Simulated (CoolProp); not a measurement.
Propylene glycol at 298.15 K and 7.14 MPa is throttled through a valve to 2.8 MPa with no heat exchange. Each further row changes one setting.

Model: reference Helmholtz-energy equation of state, Eisenbach 2021, in CoolProp.

```json
[
 {"case": "as stated", "temperature change (K)": "___"},
 {"case": "outlet pressure 0.84 MPa", "temperature change (K)": "___"},
 {"case": "outlet pressure 3.64 MPa", "temperature change (K)": "___"}
]
```

Complete the blanks.


- as stated, temperature change (K): +1.3
- outlet pressure 0.84 MPa, temperature change (K): +1.9
- outlet pressure 3.64 MPa, temperature change (K): +1.1
